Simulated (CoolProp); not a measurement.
Hydrogen chloride along the isobar 29.1 MPa: Z from the reference equation and from simpler models built on Tc = 324.7 K, pc = 8.314 MPa, ω = 0.130; each cubic takes its own stable root.

The numbers come from the reference Helmholtz-energy equation of state, Thol 2018 in CoolProp.

```json
[
 {"T (K)": "316.9", "phase": "liquid", "reference": "0.4510", "Redlich-Kwong": "0.5292", "Soave-Redlich-Kwong": "0.5277", "Peng-Robinson": "0.4729"},
 {"T (K)": "332.1", "phase": "supercritical", "reference": "0.4560", "Redlich-Kwong": "0.5368", "Soave-Redlich-Kwong": "0.5386", "Peng-Robinson": "0.4848"},
 {"T (K)": "347.2", "phase": "supercritical", "reference": "0.4658", "Redlich-Kwong": "0.5489", "Soave-Redlich-Kwong": "…", "Peng-Robinson": "0.5027"},
 {"T (K)": "362.4", "phase": "supercritical", "reference": "0.4818", "Redlich-Kwong": "…", "Soave-Redlich-Kwong": "0.5790", "Peng-Robinson": "0.5275"},
 {"T (K)": "377.6", "phase": "supercritical", "reference": "0.5051", "Redlich-Kwong": "0.5881", "Soave-Redlich-Kwong": "0.6091", "Peng-Robinson": "0.5588"},
 {"T (K)": "392.8", "phase": "supercritical", "reference": "0.5363", "Redlich-Kwong": "…", "Soave-Redlich-Kwong": "0.6446", "Peng-Robinson": "0.5954"},
 {"T (K)": "407.9", "phase": "supercritical", "reference": "0.5745", "Redlich-Kwong": "0.6442", "Soave-Redlich-Kwong": "…", "Peng-Robinson": "0.6345"},
 {"T (K)": "423.1", "phase": "supercritical", "reference": "0.6177", "Redlich-Kwong": "0.6757", "Soave-Redlich-Kwong": "0.7221", "Peng-Robinson": "…"},
 {"T (K)": "438.3", "phase": "supercritical", "reference": "0.6618", "Redlich-Kwong": "…", "Soave-Redlich-Kwong": "0.7595", "Peng-Robinson": "0.7116"},
 {"T (K)": "453.5", "phase": "supercritical", "reference": "0.7033", "Redlich-Kwong": "0.7374", "Soave-Redlich-Kwong": "0.7941", "Peng-Robinson": "…"}
]
```

Some entries are withheld; supply them.


- 347.2, Soave-Redlich-Kwong: 0.5554
- 362.4, Redlich-Kwong: 0.5661
- 392.8, Redlich-Kwong: 0.6146
- 407.9, Soave-Redlich-Kwong: 0.6830
- 423.1, Peng-Robinson: 0.6739
- 438.3, Redlich-Kwong: 0.7072
- 453.5, Peng-Robinson: 0.7463
